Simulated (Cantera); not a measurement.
Feed: 1 mol Si, 0.58 mol HCl, 0.67 mol H₂, held at 5180 Torr.

Method: chemical equilibrium by Gibbs-energy minimisation in Cantera with the NASA 1993 tables (ideal gas, pure condensed phases). Candidate condensed phases: Si; 19 gas species. The tables' values for SiCl₃ are old estimates; treat these amounts as uncertain. Rates play no part.

x: gas mole fraction; n: condensed amount in mol.

```json
[
 {"T (K)": "875", "x H₂": "0.843", "x SiCl₄": "0.0752", "x SiHCl₃": "0.0733", "x HCl": "0.00189", "x SiCl₂": "5.42e-6", "x SiCl₃": "8.39e-5", "n Si(s)": "0.832"},
 {"T (K)": "925", "x H₂": "0.842", "x SiCl₄": "0.0755", "x SiHCl₃": "0.0721", "x HCl": "?", "x SiCl₂": "?", "x SiCl₃": "0.000183", "n Si(s)": "0.833"},
 {"T (K)": "975", "x H₂": "0.841", "x SiCl₄": "0.0756", "x SiHCl₃": "0.0708", "x HCl": "0.00514", "x SiCl₂": "5.06e-5", "x SiCl₃": "0.000368", "n Si(s)": "0.833"},
 {"T (K)": "1025", "x H₂": "0.839", "x SiCl₄": "0.0755", "x SiHCl₃": "0.0695", "x HCl": "0.00784", "x SiCl₂": "0.000131", "x SiCl₃": "0.000687", "n Si(s)": "0.834"},
 {"T (K)": "1075", "x H₂": "0.837", "x SiCl₄": "0.0750", "x SiHCl₃": "0.0680", "x HCl": "0.0115", "x SiCl₂": "0.000307", "x SiCl₃": "0.00121", "n Si(s)": "0.835"},
 {"T (K)": "1125", "x H₂": "0.833", "x SiCl₄": "0.0740", "x SiHCl₃": "0.0662", "x HCl": "0.0162", "x SiCl₂": "0.000665", "x SiCl₃": "0.00200", "n Si(s)": "0.836"},
 {"T (K)": "1175", "x H₂": "0.829", "x SiCl₄": "0.0725", "x SiHCl₃": "0.0642", "x HCl": "0.0221", "x SiCl₂": "0.00134", "x SiCl₃": "0.00315", "n Si(s)": "0.838"},
 {"T (K)": "1225", "x H₂": "0.824", "x SiCl₄": "0.0703", "x SiHCl₃": "0.0618", "x HCl": "?", "x SiCl₂": "?", "x SiCl₃": "0.00474", "n Si(s)": "0.839"},
 {"T (K)": "1275", "x H₂": "0.817", "x SiCl₄": "0.0673", "x SiHCl₃": "0.0589", "x HCl": "0.0377", "x SiCl₂": "0.00450", "x SiCl₃": "0.00682", "n Si(s)": "0.841"},
 {"T (K)": "1325", "x H₂": "0.810", "x SiCl₄": "0.0633", "x SiHCl₃": "0.0555", "x HCl": "0.0473", "x SiCl₂": "0.00758", "x SiCl₃": "0.00940", "n Si(s)": "0.842"},
 {"T (K)": "1375", "x H₂": "0.801", "x SiCl₄": "0.0584", "x SiHCl₃": "0.0514", "x HCl": "0.0580", "x SiCl₂": "0.0121", "x SiCl₃": "0.0124", "n Si(s)": "0.843"},
 {"T (K)": "1425", "x H₂": "0.790", "x SiCl₄": "0.0525", "x SiHCl₃": "0.0467", "x HCl": "0.0695", "x SiCl₂": "0.0184", "x SiCl₃": "0.0157", "n Si(s)": "0.843"}
]
```

### Question
Fill in the missing entries.

### Answer

- 925, x HCl: 0.00321
- 925, x SiCl₂: 1.76e-5
- 1225, x HCl: 0.0292
- 1225, x SiCl₂: 0.00253
